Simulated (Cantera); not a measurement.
Cantera run:

```python
import numpy as np
import cantera as ct

gas_names = """
    C CN CO CO2 C2 CCN CNC C2N2 C2O C3 C3O2 C4 C4N2 C5 N NCO NO NO2 NO3 N2 N2O O O2 O3 Pb PbO Pb2
""".split()
cond_names = """
    C(gr) Pb(cr) Pb(L) PbO(rd) PbO(yw) PbO(L) PbO2(s) Pb3O4(s)
""".split()


# ... load() reads the species with a 1 bar reference pressure and builds the phases ...
atoms = {
    'PbO': {'Pb': 1, 'O': 1},
    'CO': {'C': 1, 'O': 1},
    'N2': {'N': 2},
}
top_T = {'C(gr)': 4500, 'Pb3O4(s)': 820}  # K; cautious upper limits of use, not melting points


# ... equilibrate(T, P, feed) seeds the gas with the atoms and calls Mixture.equilibrate('TP', solver="vcs", rtol=1e-11, max_steps=5000) ...
results = []
feed = {'PbO': 1, 'CO': 1.8, 'N2': 0.85}  # mol
T = 825  # K
P = 2900  # Pa
mix = equilibrate(T, P, feed)
results.append((T, P, feed, dict(zip(mix.species_names, mix.species_moles))))
x = sorted(zip(gas.X, gas.species_names), reverse=True)
print(f"T = {T:g} K  P = {P:g} Pa  gas = {mix.phase_moles(0):.4g} mol")
print("   x: " + "  ".join(f"{s} {v:.3e}" for v, s in x if v > 0.001))
print("   condensed (mol): " + ("  ".join(f"{mix.phase(i).name} {mix.phase_moles(i):.4g}"
      for i in range(1, mix.n_phases) if mix.phase_moles(i) > 1e-12) or "none"))
```

Result:

```
T = 825 K  P = 2900 Pa  gas = 2.65 mol
   x: CO2 3.774e-01  N2 3.208e-01  CO 3.019e-01
   condensed (mol): Pb(L) 1
```

Cantera equilibrium calculation (NASA polynomials, part measured and part estimated; ideal gas, pure solids and liquids).
